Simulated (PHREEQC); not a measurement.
Solution (35 °C): 0.062 mol HNO3, 0.025 mol K2SO4 and 0.00033 mol CO2 per kg of water. Closed to the air; pH follows from the charge balance.

Model: ion-association model, phreeqc.dat, run in PHREEQC.

No solid was allowed to form.

Problem. Order these S species by the share of S that they hold, largest first: KSO4-, SO4-2, HSO4-.

Solution. HSO4- (65 %), SO4-2 (30 %), KSO4- (4.4 %)

The pH is 1.43 and the ionic strength 0.102 mol/kgw.
